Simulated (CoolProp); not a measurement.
Vapour-liquid equilibrium of R22 (1) + acetone (2) at 263.8 K; x and y are mole fractions of (1).

The numbers come from the multi-fluid Helmholtz-energy mixture model, Kamei 1995 and Lemmon 2006; pair parameters Bell 2016 in CoolProp.

| x | bubble pressure, mixture model (MPa) | bubble pressure, Raoult's law (MPa) | y, mixture model | y, Raoult's law |
|---|---|---|---|---|
| 0.05 | 0.02112 | 0.02342 | 0.746 | 0.775 |
| 0.2 | 0.04915 | 0.07704 | 0.902 | 0.942 |
| 0.35 | 0.07556 | 0.1307 | 0.945 | 0.972 |
| 0.5 | 0.1151 | 0.1843 | 0.973 | 0.985 |
| 0.65 | 0.1761 | 0.2379 | 0.990 | 0.992 |
| 0.8 | 0.2580 | 0.2915 | 0.997 | 0.996 |
| 0.95 | 0.3409 | 0.3451 | 1.000 | 0.999 |

The largest gap from Raoult's law is -42.2 % in bubble pressure, at x = 0.35. No azeotrope shows between x = 0.05 and 0.95.

The pair parameters rest on a limited set of measurements; away from them the model extrapolates.
